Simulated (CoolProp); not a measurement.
Saturation properties of nitrous oxide (Tc = 36.4 °C, pc = 7.245 MPa, ω = 0.161).

The numbers come from the reference Helmholtz-energy equation of state, Lemmon 2006 in CoolProp. It is a short technical equation, of lower accuracy than the large ones.

```tsv
T (°C)	p (MPa)	liquid density (kg/m³)	vapour density (kg/m³)	liquid cp (kJ/(kg K))	surface tension (mN/m)
-67.65	0.3047	1167	8.327	1.748	19.1
-60.25	0.4251	1144	11.40	1.766	17.4
-52.75	0.5808	1119	15.33	1.790	15.8
-45.35	0.7730	1094	20.17	1.819	14.3
-37.85	1.012	1067	26.23	1.856	12.7
-30.45	1.298	1039	33.56	1.901	11.2
-22.95	1.644	1010	42.63	1.958	9.70
-15.55	2.047	979.4	53.55	2.030	8.26
```

It boils at -88.5 °C under 1 atm.

Surface tension comes from a separate correlation (Mulero 2012).
